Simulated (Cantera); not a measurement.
Charge: 1 mol Ta2O5, 16 mol CO, held at 2498 K and 13.3 mbar.

Cantera equilibrium calculation (NASA polynomials, part measured and part estimated; ideal gas, pure solids and liquids). Candidate condensed phases: C, Ta, TaC, Ta2O5; 15 gas species. Kinetics and transport are ignored.

Base state: CO 0.974, TaO2 0.0165, CO2 0.00875, TaO 0.000577, O 0.000353 (mole fractions); condensed: Ta2O5(l).

Question: What changes in the equilibrium state with this change: pressure from 13.3 mbar to 1.33 mbar?

Answer: 
| species | before | after |
|---|---|---|
| CO | 0.974 | 0.870 |
| TaO2 | 0.0165 | 0.0859 |
| CO2 | 0.00875 | 0.0289 |
| O | 0.000353 | 0.0130 |
| O2 | 8.06e-6 | 0.00110 |
| TaO | 0.000577 | 0.000812 |
| Ta2O5(l), mol | 0.861 | 0.229 |

Question: What changes in the equilibrium state with this change: temperature from 2498 K to 1075 K?

Answer: 
```tsv
species	before	after
CO	0.974	0.998
CO2	0.00875	0.00181
TaO2	0.0165	<1e-9
TaO	0.000577	<1e-9
O	0.000353	<1e-9
Ta2O5(l), mol	0.861	0
C(graphite), mol	0	0.0288
Ta2O5(s), mol	0	1.00
```
